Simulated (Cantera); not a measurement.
Input: 1 mol Si, 1.1 mol HCl, 8 mol N₂, equilibrated at 227 °C and 7.50 Torr.

Equilibrium computed with Cantera from the NASA thermochemical tables; the gas is ideal and each condensed phase is pure. Candidate condensed phases: NH₄Cl, Si, Si₃N₄; 28 gas species. N₂ is the only nitrogen source here; it is nearly inert below about 1500 K, so the nitride shown seldom forms there in practice. The numbers say what is thermodynamically allowed, not how fast it happens.

What is the equilibrium state?


- x(N₂): 0.889
- x(HCl): 0.0485
- x(H₂): 0.0414
- x(SiCl₄): 0.0207
- x(NH₃): 2.52e-5
- n(Si₃N₄(s)): 0.276 mol
- gas amount: 8.375 mol
- log10 activity of Si(s) (absent): -18.85
